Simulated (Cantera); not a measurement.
A Cantera script and what it prints.

```python
import numpy as np
import cantera as ct

gas_names = """
    CL CL2 H HCL H2 N NH NH2 NH3 N2 N2H2 N2H4 Si SiCL SiCL2 SiCL3 SiCL4 SiH SiHCL3 SiH2 SiH2CL2 SiH3
    SiH3CL SiH4 SiN Si2 Si2N Si3
""".split()
cond_names = """
    NH4CL(a) NH4CL(b) Si(cr) Si(L) Si3N4(a)
""".split()


# ... load() reads the species with a 1 bar reference pressure and builds the phases ...
atoms = {
    'SiH2Cl2': {'Si': 1, 'H': 2, 'CL': 2},
    'N2': {'N': 2},
}
top_T = {'Si3N4(a)': 2400}  # K; cautious upper limits of use, not melting points


# ... equilibrate(T, P, feed) seeds the gas with the atoms and calls Mixture.equilibrate('TP', solver="vcs", rtol=1e-11, max_steps=5000) ...
results = []
feed = {'SiH2Cl2': 1, 'N2': 160}  # mol
P = 133.322  # Pa
for T in [1173, 1223, 1273, 1323, 1373, 1423, 1473, 1523, 1573, 1623, 1673, 1723, 1773, 1823]:
    mix = equilibrate(T, P, feed)
    results.append((T, P, feed, dict(zip(mix.species_names, mix.species_moles))))
    x = sorted(zip(gas.X, gas.species_names), reverse=True)
    print(f"T = {T:g} K  P = {P:g} Pa  gas = {mix.phase_moles(0):.4g} mol")
    print("   x: " + "  ".join(f"{s} {v:.3e}" for v, s in x if v > 1e-05))
    print("   condensed (mol): " + ("  ".join(f"{mix.phase(i).name} {mix.phase_moles(i):.4g}"
          for i in range(1, mix.n_phases) if mix.phase_moles(i) > 1e-12) or "none"))
```

Output:

```
T = 1173 K  P = 133.322 Pa  gas = 161.3 mol
   x: N2 9.880e-01  HCL 1.066e-02  H2 8.685e-04  SiCL4 3.197e-04  SiCL2 1.305e-04  SiCL3 6.505e-05
   condensed (mol): Si3N4(a) 0.3056
T = 1223 K  P = 133.322 Pa  gas = 161.4 mol
   x: N2 9.879e-01  HCL 1.050e-02  H2 9.458e-04  SiCL2 3.513e-04  SiCL4 2.222e-04  SiCL3 9.895e-05
   condensed (mol): Si3N4(a) 0.2971
T = 1273 K  P = 133.322 Pa  gas = 161.4 mol
   x: N2 9.878e-01  HCL 1.010e-02  H2 1.145e-03  SiCL2 7.418e-04  SiCL4 1.147e-04  SiCL3 1.139e-04
   condensed (mol): Si3N4(a) 0.2811
T = 1323 K  P = 133.322 Pa  gas = 161.5 mol
   x: N2 9.877e-01  HCL 9.390e-03  H2 1.497e-03  SiCL2 1.252e-03  SiCL3 1.012e-04  SiCL4 4.475e-05
   condensed (mol): Si3N4(a) 0.2581
T = 1373 K  P = 133.322 Pa  gas = 161.5 mol
   x: N2 9.877e-01  HCL 8.430e-03  H2 1.973e-03  SiCL2 1.822e-03  SiCL3 7.706e-05  SiCL4 1.507e-05  CL 1.434e-05
   condensed (mol): Si3N4(a) 0.2302
T = 1423 K  P = 133.322 Pa  gas = 161.6 mol
   x: N2 9.876e-01  HCL 7.335e-03  H2 2.516e-03  SiCL2 2.418e-03  SiCL3 5.429e-05  CL 2.179e-05
   condensed (mol): Si3N4(a) 0.1999
T = 1473 K  P = 133.322 Pa  gas = 161.7 mol
   x: N2 9.876e-01  HCL 6.213e-03  H2 3.069e-03  SiCL2 3.005e-03  SiCL3 3.658e-05  CL 3.150e-05  H 1.920e-05
   condensed (mol): Si3N4(a) 0.1693
T = 1523 K  P = 133.322 Pa  gas = 161.7 mol
   x: N2 9.876e-01  HCL 5.152e-03  H2 3.588e-03  SiCL2 3.547e-03  CL 4.368e-05  H 3.792e-05  SiCL3 2.398e-05
   condensed (mol): Si3N4(a) 0.1405
T = 1573 K  P = 133.322 Pa  gas = 161.8 mol
   x: N2 9.876e-01  HCL 4.205e-03  H2 4.043e-03  SiCL2 4.020e-03  H 7.080e-05  CL 5.853e-05  SiCL3 1.546e-05  Si 1.120e-05  SiCL 1.090e-05
   condensed (mol): Si3N4(a) 0.1144
T = 1623 K  P = 133.322 Pa  gas = 161.8 mol
   x: N2 9.875e-01  H2 4.417e-03  SiCL2 4.413e-03  HCL 3.396e-03  H 1.258e-04  CL 7.619e-05  Si 5.669e-05  SiCL 2.930e-05
   condensed (mol): Si3N4(a) 0.08983
T = 1673 K  P = 133.322 Pa  gas = 162 mol
   x: N2 9.872e-01  SiCL2 4.718e-03  H2 4.705e-03  HCL 2.724e-03  Si 2.601e-04  H 2.139e-04  CL 9.673e-05  SiCL 7.339e-05
   condensed (mol): Si3N4(a) 0.05876
T = 1723 K  P = 133.322 Pa  gas = 162.2 mol
   x: N2 9.866e-01  SiCL2 4.746e-03  H2 4.721e-03  HCL 2.545e-03  Si 7.376e-04  H 3.431e-04  CL 1.433e-04  SiCL 1.391e-04  Si2N 2.639e-05  SiN 1.503e-05
   condensed (mol): Si(L) 0.07447
T = 1773 K  P = 133.322 Pa  gas = 162.3 mol
   x: N2 9.858e-01  SiCL2 4.538e-03  H2 4.506e-03  HCL 2.784e-03  Si 1.312e-03  H 5.230e-04  CL 2.483e-04  SiCL 2.024e-04  Si2N 3.109e-05  SiN 2.284e-05
   condensed (mol): none
T = 1823 K  P = 133.322 Pa  gas = 162.4 mol
   x: N2 9.852e-01  SiCL2 4.131e-03  H2 4.111e-03  HCL 3.329e-03  Si 1.696e-03  H 7.607e-04  CL 4.700e-04  SiCL 2.433e-04  SiN 2.545e-05  Si2N 2.041e-05
   condensed (mol): none
```

Equilibrium computed with Cantera from the NASA thermochemical tables; the gas is ideal and each condensed phase is pure. N2 is the only nitrogen source here; it is nearly inert below about 1500 K, so the nitride shown seldom forms there in practice. The tables' values for SiCl, SiCl3, SiN are old estimates; treat these amounts as uncertain.
